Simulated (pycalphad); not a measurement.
# Phase fractions of Ti-0.3406Si-2.429V (wt.%)

Source of the numbers: pycalphad with the COST 507 light-alloy database (1999); pressure 1 atm. The data set is of 1999 and partly superseded. The system is extrapolated from its subsystems; higher-order compounds may be missing. Phase fractions are per mole of atoms. Diffusion is slow at the low end, where real alloys seldom reach equilibrium.

```tsv
T (K)	liquid	bcc	hcp	SITI3
1950	1.000	-	-	-
1800	-	?	-	-
1050	-	?	?	-
900	-	0.045	0.950	0.005
750	-	0.020	0.970	0.010
600	-	0.021	0.966	0.013
```

### Question
What belongs in the gaps?

### Answer

- 1800, bcc: 1.000
- 1050, bcc: 0.309
- 1050, hcp: 0.691

Database names, with the compositions (at.%) that they take in these runs: SITI3: Ti 75 Si 25.
